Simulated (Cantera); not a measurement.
Thermodynamics of roasting and sulfation, feed MgO + SO3 + N2

Input: 1 mol MgO, a varied amount of SO3, 35 mol N2, at 1123.15 K and 1.00 bar.

Cantera equilibrium calculation (NASA polynomials, part measured and part estimated; ideal gas, pure solids and liquids). Candidate condensed phases: Mg, MgO, MgS, MgSO4, S; 22 gas species. Mutual solubility and eutectic melting of coexisting phases are not modelled. The numbers say what is thermodynamically allowed, not how fast it happens.

From 0.28 mol SO3 to 1 mol SO3 the condensed part is MgO(s) + MgSO4(s). From 1.3 mol SO3 to 1.8 mol SO3 the condensed part is MgSO4(s).

| n(SO3) (mol) | x N2 | x SO2 | x O2 | x SO3 | x NO | x NO2 | n MgO(s) | n MgSO4(s) |
|---|---|---|---|---|---|---|---|---|
| 0.28 | 0.990 | 0.00671 | 0.00335 | 0.000194 | 1.48e-5 | 4.70e-8 | 0.964 | 0.0358 |
| 0.53 | 0.990 | 0.00671 | 0.00335 | 0.000194 | 1.48e-5 | 4.70e-8 | 0.714 | 0.286 |
| 0.77 | 0.990 | 0.00671 | 0.00335 | 0.000194 | 1.48e-5 | 4.70e-8 | 0.474 | 0.526 |
| 1 | 0.990 | 0.00671 | 0.00335 | 0.000194 | 1.48e-5 | 4.70e-8 | 0.244 | 0.756 |
| 1.3 | 0.987 | 0.00820 | 0.00409 | 0.000262 | 1.63e-5 | 5.74e-8 | 0 | 1.00 |
| 1.5 | 0.979 | 0.0134 | 0.00671 | 0.000550 | 2.08e-5 | 9.37e-8 | 0 | 1.00 |
| 1.8 | 0.967 | 0.0210 | 0.0105 | 0.00108 | 2.59e-5 | 1.46e-7 | 0 | 1.00 |
x: gas mole fraction; n: condensed amount in mol.
